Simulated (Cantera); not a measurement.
An isothermal, constant-pressure homogeneous reactor starts with H₂ : O₂ : N₂ = 1.6 : 1 : 19 (molar parts), at 1225 K and 143 Torr.

Model: the H2/O2 subset of GRI-Mech 3.0, which has no nitrogen chemistry, integrated in Cantera. The temperature is held fixed by assumption; the heat of reaction is taken as removed at once.

x: mole fraction; the columns are a selection and need not sum to one.

```csv
t (s),x H₂,x O₂,x H,x HO₂,x O
1.00e-6,0.0741,0.0463,7.08e-11,7.14e-11,<1e-12
7.40e-6,0.0741,0.0463,5.19e-10,5.29e-10,2.76e-11
5.48e-5,0.0741,0.0463,6.48e-9,3.98e-9,9.18e-10
0.000405,0.0740,0.0463,5.23e-5,1.13e-6,[?]
0.00300,0.00558,0.0134,0.0101,1.69e-6,[?]
0.0222,0.000414,0.00974,0.000141,9.30e-7,[?]
0.164,7.88e-6,0.00961,3.76e-7,6.41e-8,[?]
1.22,4.32e-7,0.00961,5.24e-9,4.02e-9,[?]
9.00,5.84e-8,0.00961,2.66e-10,1.07e-9,[?]
```

Question: Some entries are withheld; supply them.

Answer: 
- 0.000405, x O: 8.13e-6
- 0.00300, x O: 0.00214
- 0.0222, x O: 9.66e-5
- 0.164, x O: 1.84e-6
- 1.22, x O: 1.09e-7
- 9.00, x O: 1.48e-8
